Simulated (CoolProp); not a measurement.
Model: reference Helmholtz-energy equation of state, Lemmon 2006, in CoolProp. It is a short technical equation, of lower accuracy than the large ones.

**Question.** Give the vapour pressure (MPa), enthalpy of vaporisation (kJ/kg), vapour Z of saturated carbon monoxide at -179.85 °C.

**Answer.** 
```
T (°C)   p (MPa)  enthalpy of vaporisation (kJ/kg)  vapour Z
-------  -------  --------------------------------  --------
-179.85    0.320                               197     0.907
```
